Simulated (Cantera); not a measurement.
**Thermodynamics of oxide etching and cleaning by halides, feed CaO + HBr + N₂**

Charge: 1 mol CaO, 3.3 mol HBr, 7.5 mol N₂, equilibrated at 0.0100 bar.

Method: chemical equilibrium by Gibbs-energy minimisation in Cantera with the NASA 1993 tables (ideal gas, pure condensed phases). Candidate condensed phases: Br₂, Ca, CaBr₂, CaO, Ca(OH)₂, H₂O; 34 gas species. Rates play no part.

```csv
T (°C),log p N₂,log p HBr,log p H₂O,log p CaBr₂,log p Br,log p H₂,n CaBr₂(l)
875,-2.12,-2.88,-2.99,-4.66,-4.76,-5.04,0.979
975,-2.12,-2.90,-3.00,-3.77,-4.39,-4.68,0.828
1075,-2.16,-2.95,-3.04,-3.04,-4.11,-4.40,0
1175,-2.16,-2.98,-3.04,-3.04,-3.85,-4.15,0
1275,-2.16,-3.02,-3.04,-3.04,-3.64,-3.94,0
1375,-2.17,-3.08,-3.04,-3.04,-3.46,-3.77,0
1475,-2.17,-3.15,-3.04,-3.04,-3.33,-3.63,0
1575,-2.17,-3.25,-3.05,-3.05,-3.22,-3.53,0
```
log p: log10 of the partial pressure in bar; n: condensed amount in mol.

From 875 °C to 975 °C the condensed part is CaBr₂(l). From 1075 °C to 1575 °C nothing is condensed. The main Ca-bearing gas is CaBr₂ throughout.
